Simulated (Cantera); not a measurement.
# Hydrocarbon pyrolysis for carbon deposition

An isothermal, constant-pressure homogeneous reactor starts with 4.00 % C₃H₈, 96.0 % H₂, at 1275 K and 0.110 bar.

Detailed kinetics in Cantera: GRI-Mech 3.0 (53 species, 325 reactions). GRI-Mech 3.0 was tuned for natural gas; its chemistry of propane as a main component is partial and can be far from experiment. GRI-Mech 3.0 stops at C3 and has no aromatics, soot or wall deposition, so with more carbon than oxygen in the feed, carbon stays in small species such as C2H2 where larger ones or solid carbon would form.

```
t (s)       x C₃H₈   x H₂     x CH₂    x C₂H₆       x H     x CH₃
--------  --------  -----  --------  --------  --------  --------
5.00e-6     0.0400  0.960    <1e-12   1.56e-7   7.10e-7   4.03e-6
3.50e-5     0.0399  0.960  1.14e-10   4.61e-6   8.16e-6   3.76e-5
0.000245    0.0378  0.958   1.28e-8   6.13e-5   5.38e-5  0.000289
0.00171     0.0116  0.934   2.21e-8  0.000496  0.000122  0.000286
0.0120    0.000110  0.923  4.00e-10  0.000255   2.71e-5   2.34e-5
0.0836     2.13e-7  0.923  5.27e-11  0.000189   9.76e-6   8.23e-6
0.585      8.61e-8  0.923  3.78e-11  0.000114   8.24e-6   7.07e-6
4.09       3.50e-8  0.922  2.30e-11   5.78e-5   6.25e-6   5.72e-6
28.6       2.96e-8  0.915  1.93e-11   4.80e-5   5.04e-6   5.93e-6
200        1.38e-8  0.899  1.06e-11   2.60e-5   2.97e-6   5.47e-6
```
x: mole fraction; the columns are a selection and need not sum to one.

Equilibrium at this temperature and pressure: C₃H₈ 5.71e-9, H₂ 0.890, CH₂ 6.58e-12, C₂H₆ 1.41e-5, H 2.11e-6, CH₃ 4.75e-6 (gas phase only).
